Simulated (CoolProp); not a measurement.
Properties of cyclopentane along the isotherm 520.4 K.

Computed with CoolProp (reference Helmholtz-energy equation of state, Gedanitz 2015).

| p (MPa) | phase | Z | cv (kJ/(kg K)) | speed of sound (m/s) | Joule-Thomson coefficient (K/MPa) | isothermal compressibility (1/MPa) | conductivity (mW/(m K)) |
|---|---|---|---|---|---|---|---|
| 3.06 | gas | 0.7312 | 2.193 | 192.4 | 9.871 | (withheld) | 48.3 |
| 6.11 | supercritical | 0.2456 | (withheld) | 205.5 | 3.459 | 0.1142 | 68.5 |
| 9.17 | supercritical | 0.3171 | 2.247 | 343.6 | 0.9611 | 0.02571 | 72.6 |
| 12.2 | supercritical | 0.3979 | 2.235 | 425.0 | 0.4733 | 0.01489 | (withheld) |
| 15.3 | supercritical | 0.4802 | 2.229 | 488.0 | 0.2483 | 0.01055 | 79.4 |
| 18.3 | supercritical | 0.5585 | 2.225 | 538.3 | 0.1217 | 0.008285 | 82.1 |
| 21.4 | supercritical | 0.6381 | 2.223 | 583.0 | 0.03504 | 0.006813 | 84.6 |
| 24.4 | supercritical | (withheld) | 2.222 | (withheld) | -0.02495 | 0.005832 | 86.9 |
| 27.5 | supercritical | 0.7911 | 2.222 | (withheld) | -0.07172 | 0.005088 | 89.0 |
| 30.6 | supercritical | 0.8673 | 2.221 | 690.1 | -0.1082 | 0.004520 | 91.1 |
| 33.6 | supercritical | 0.9402 | 2.222 | 719.5 | -0.1367 | 0.004085 | (withheld) |
| 36.7 | supercritical | 1.015 | 2.222 | 747.9 | -0.1610 | 0.003719 | 94.8 |
| 39.7 | supercritical | 1.086 | 2.223 | 773.8 | -0.1807 | 0.003425 | 96.5 |
| 42.8 | supercritical | 1.159 | 2.223 | 799.0 | -0.1981 | 0.003168 | 98.2 |
| 45.8 | supercritical | 1.229 | 2.224 | 822.3 | -0.2126 | 0.002956 | 99.8 |

Question: Some entries are withheld; supply them.

Answer: 
- 3.06, isothermal compressibility (1/MPa): 0.4805
- 6.11, cv (kJ/(kg K)): 2.282
- 12.2, conductivity (mW/(m K)): 76.3
- 24.4, Z: 0.7139
- 24.4, speed of sound (m/s): 621.4
- 27.5, speed of sound (m/s): 657.3
- 33.6, conductivity (mW/(m K)): 92.9

Thermal conductivity comes from a separate model (Vassiliou 2015).
